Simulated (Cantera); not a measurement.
A Cantera script and what it prints.

```python
import numpy as np
import cantera as ct

gas_names = """
    Electron H H+ H- HI HO2 H2 H2+ H2- H2O H2O+ H2O2 H3O+ I I2 O O+ O- OH OH+ OH- O2 O2+ O2- O3
""".split()
cond_names = """
    H2O(s) H2O(L) I2(cr) I2(L)
""".split()


# ... load() reads the species with a 1 bar reference pressure and builds the phases ...
atoms = {
    'HI': {'H': 1, 'I': 1},
    'O2': {'O': 2},
}
top_T = {}  # K; cautious upper limits of use, not melting points


# ... equilibrate(T, P, feed) seeds the gas with the atoms and calls Mixture.equilibrate('TP', solver="vcs", rtol=1e-11, max_steps=5000) ...
results = []
feed = {'HI': 1, 'O2': 1.5}  # mol
P = 520  # Pa
for T in [3000, 3500, 4000, 4500, 5000]:
    mix = equilibrate(T, P, feed)
    results.append((T, P, feed, dict(zip(mix.species_names, mix.species_moles))))
    x = sorted(zip(gas.X, gas.species_names), reverse=True)
    print(f"T = {T:g} K  P = {P:g} Pa  gas = {mix.phase_moles(0):.4g} mol")
    print("   x: " + "  ".join(f"{s} {v:.3e}" for v, s in x if v > 0.0001))
    print("   condensed (mol): " + ("  ".join(f"{mix.phase(i).name} {mix.phase_moles(i):.4g}"
          for i in range(1, mix.n_phases) if mix.phase_moles(i) > 1e-12) or "none"))
```

Output:

```
T = 3000 K  P = 520 Pa  gas = 4.423 mol
   x: O 4.686e-01  I 2.260e-01  H 1.780e-01  O2 8.908e-02  OH 2.839e-02  H2 6.609e-03  H2O 3.174e-03  HI 1.407e-04
   condensed (mol): none
T = 3500 K  P = 520 Pa  gas = 4.945 mol
   x: O 5.888e-01  I 2.022e-01  H 1.980e-01  O2 7.416e-03  OH 2.983e-03  H2 5.846e-04
   condensed (mol): none
T = 4000 K  P = 520 Pa  gas = 4.993 mol
   x: O 5.987e-01  I 2.003e-01  H 1.997e-01  O2 8.414e-04  OH 4.355e-04
   condensed (mol): none
T = 4500 K  P = 520 Pa  gas = 4.999 mol
   x: O 5.998e-01  I 2.000e-01  H 1.999e-01  O2 1.512e-04
   condensed (mol): none
T = 5000 K  P = 520 Pa  gas = 5 mol
   x: O 5.999e-01  I 2.000e-01  H 2.000e-01
   condensed (mol): none
```

Method: chemical equilibrium by Gibbs-energy minimisation in Cantera with the NASA 1993 tables (ideal gas, pure condensed phases).
